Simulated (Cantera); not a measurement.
Input (Python, Cantera) and output of one run.

```python
import numpy as np
import cantera as ct

gas_names = """
    AL ALCL ALCL2 ALCL3 ALH ALN AL2 AL2CL6 CL CL2 H HCL H2 N NH NH2 NH3 N2 N2H2 N2H4
""".split()
cond_names = """
    AL(cr) AL(L) ALCL3(s) ALCL3(L) ALN(s) NH4CL(a) NH4CL(b)
""".split()


def load(file, names, dense=False):
    # The tables refer to 1 bar. Condensed volumes are neglected.
    table = {s.name: s for s in ct.Species.list_from_file(file)}
    out = []
    for n in names:
        d = dict(table[n].input_data)
        d["thermo"] = dict(d["thermo"], **{"reference-pressure": 1e5})
        if dense:
            d["equation-of-state"] = {"model": "constant-volume", "density": "1e6 g/cm^3"}
        out.append(ct.Species.from_dict(d))
    return out


gas = ct.Solution(thermo="ideal-gas", species=load("nasa_gas.yaml", gas_names))
cond = {s.name: ct.Solution(thermo="fixed-stoichiometry", species=[s], name=s.name)
        for s in load("nasa_condensed.yaml", cond_names, dense=True)}
atoms = {
    'AlCl3': {'AL': 1, 'CL': 3},
    'NH3': {'N': 1, 'H': 3},
    'H2': {'H': 2},
}
top_T = {'ALN(s)': 2750}  # K; cautious upper limits of use, not melting points


def equilibrate(T, P, feed):
    n = {}
    for name, mol in feed.items():
        for a, k in atoms[name].items():
            n[a] = n.get(a, 0.0) + k * mol
    gas.TPX = T, P, n
    mass = sum(n.values()) * gas.mean_molecular_weight
    gas.equilibrate("TP")
    valid = [c for c in cond.values() if c.min_temp <= T <= top_T.get(c.name, c.max_temp)]
    mix = ct.Mixture([(gas, mass / gas.mean_molecular_weight)] + [(c, 0.0) for c in valid])
    mix.T, mix.P = T, P
    mix.equilibrate("TP", solver="vcs", rtol=1e-11, max_steps=5000)
    return mix


results = []
feed = {'AlCl3': 1, 'NH3': 0.34, 'H2': 71}  # mol
T = 1698.15  # K
for P in [10, 37, 140, 520, 1900, 7200, 27000, 100000]:
    mix = equilibrate(T, P, feed)
    results.append((T, P, feed, dict(zip(mix.species_names, mix.species_moles))))

top = {s: max(r[3][s] / sum(r[3][g] for g in gas_names) for r in results) for s in gas_names}
cols = sorted((s for s in top if top[s] > 1e-06), key=lambda s: -top[s])[:9]
seen = [c for c in cond_names if any(r[3].get(c, 0) > 1e-12 for r in results)]
print("log10 of partial pressures in bar; condensed amounts in mol")
print(f"{'P/Pa':>10s}" + "".join(f"{s[:9]:>10s}" for s in cols + seen))
for T, P, feed, n in results:
    ng = sum(n[g] for g in gas_names)
    print(f"{P:10.4g}" + "".join(f"{np.log10(max(n[s] / ng * P / 1e5, 1e-99)):10.3f}" for s in cols)
          + "".join(f"{n.get(c, 0):10.4g}" for c in seen))
```

Result:

```
log10 of partial pressures in bar; condensed amounts in mol
      P/Pa        H2       HCL         H      ALCL     ALCL3     ALCL2        N2        CL        AL    ALN(s)
        10    -4.025    -5.574    -5.852    -5.875    -9.914    -8.198    -6.640    -7.510    -8.173         0
        37    -3.454    -5.004    -5.566    -5.306    -8.776    -7.344    -6.070    -7.225    -7.889         0
       140    -2.875    -4.426    -5.276    -4.731    -7.625    -6.481    -5.492    -6.937    -7.602         0
       520    -2.304    -3.860    -4.991    -4.168    -6.501    -5.638    -4.921    -6.657    -7.320         0
      1900    -1.740    -3.307    -4.709    -3.622    -5.413    -4.821    -4.358    -6.386    -7.044         0
      7200    -1.161    -2.753    -4.420    -3.078    -4.339    -4.012    -3.779    -6.121    -6.766         0
   2.7e+04    -0.586    -2.227    -4.132    -2.570    -3.356    -3.266    -3.204    -5.883    -6.495         0
     1e+05    -0.015    -1.724    -3.847    -2.135    -2.484    -2.613    -2.694    -5.665    -6.278    0.0434
```

Method: chemical equilibrium by Gibbs-energy minimisation in Cantera with the NASA 1993 tables (ideal gas, pure condensed phases). The tables' values for AlCl2 are old estimates; treat these amounts as uncertain.
